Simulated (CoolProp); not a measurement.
Vapour-liquid equilibrium of R114 (1) + n-heptane (2) at 335.9 K; x and y are mole fractions of (1).

Values from CoolProp's multi-fluid Helmholtz-energy mixture model, Platzer 1990 and Span 2003; pair parameters Bell 2016. This equation is an older, rougher fit; its heat capacities, sound speeds and derivatives of the liquid may be far off and weren't checked against measurements.

```csv
x,"bubble pressure, mixture model (MPa)","bubble pressure, Raoult's law (MPa)","y, mixture model","y, Raoult's law"
0.05,0.07342,0.06059,0.588,0.512
0.15,0.1533,0.1196,…,0.779
0.25,0.2250,0.1785,0.882,0.869
0.35,0.2878,0.2375,0.915,0.915
0.45,…,0.2965,…,0.942
0.55,0.3923,0.3554,0.949,0.961
0.65,0.4387,0.4144,…,0.974
0.75,…,0.4734,0.971,0.984
0.85,0.5341,0.5323,0.981,0.991
0.95,0.5896,0.5913,0.993,0.997
```

Problem. Fill in the missing entries.

Solution. 
- 0.15, y, mixture model: 0.815
- 0.45, bubble pressure, mixture model (MPa): 0.3429
- 0.45, y, mixture model: 0.935
- 0.65, y, mixture model: 0.960
- 0.75, bubble pressure, mixture model (MPa): 0.4849

The largest gap from Raoult's law is +28.2 % in bubble pressure, at x = 0.15. No azeotrope shows between x = 0.05 and 0.95.

The pair parameters rest on a limited set of measurements; away from them the model extrapolates.
